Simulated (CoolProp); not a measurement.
Vapour pressure (bar) of ethylbenzene: the reference equation beside estimates from Tc = 617.1 K, pc = 36.22 bar, ω = 0.304. Clausius-Clapeyron is anchored at 284 K with a constant enthalpy of vaporisation of 43.08 kJ/mol.

Model: reference Helmholtz-energy equation of state, Zhou 2012, in CoolProp.

```
T (K)  reference  Lee-Kesler  Clausius-Clapeyron  van der Waals  Redlich-Kwong  Soave-Redlich-Kwong  Peng-Robinson
-----  ---------  ----------  ------------------  -------------  -------------  -------------------  -------------
281.3   0.004546    0.004293            0.004548         0.5235        0.02059             0.004454       0.005045
284     0.005419    0.005116            0.005419         0.5615        0.02396             0.005304       0.005979
286.6   0.006393    0.006036            0.006394         0.6000        0.02764             0.006253       0.007018
289.3   0.007563    0.007140            0.007570         0.6421        0.03195             0.007393       0.008259
291.9   0.008860    0.008366            0.008879         0.6845        0.03661             0.008656       0.009630
294.6    0.01041    0.009829             0.01045         0.7308        0.04204              0.01016        0.01126
297.3    0.01218     0.01151             0.01226         0.7792        0.04812              0.01189        0.01312
299.9    0.01413     0.01336             0.01426         0.8280        0.05464              0.01379        0.01515
302.6    0.01643     0.01554             0.01663         0.8810        0.06216              0.01603        0.01755
305.2    0.01894     0.01793             0.01924         0.9343        0.07019              0.01848        0.02016
307.9    0.02188     0.02073             0.02233         0.9921        0.07941              0.02135        0.02321
310.6    0.02521     0.02391             0.02585          1.052        0.08959              0.02460        0.02665
313.2    0.02882     0.02736             0.02969          1.113         0.1004              0.02812        0.03036
```

Absolute difference from the reference over all 13 rows, mean and median: Lee-Kesler 5.4 and 5.5 %, Clausius-Clapeyron 1.0 and 0.7 %, van der Waals 6793.8 and 6297.4 %, Redlich-Kwong 297.3 and 295.1 %, Soave-Redlich-Kwong 2.3 and 2.4 %, Peng-Robinson 7.9 and 7.7 %.
